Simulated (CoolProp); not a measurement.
Vapour-liquid equilibrium of ethane (1) + propylene (2) at 0.535 MPa; x and y are mole fractions of (1).

Model: multi-fluid Helmholtz-energy mixture model, Bücker 2006 and Lemmon 2013; pair parameters Bell 2016, in CoolProp.

Give the bubble temperature and the first vapour's composition at x = 0.65, 0.85, 0.95. Is there an azeotrope?

x = 0.65: 232.4 K, y = 0.892; x = 0.85: 226.2 K, y = 0.963; x = 0.95: 223.6 K, y = 0.989. No azeotrope shows between x = 0.05 and 0.95.

The pair parameters rest on a limited set of measurements; away from them the model extrapolates.
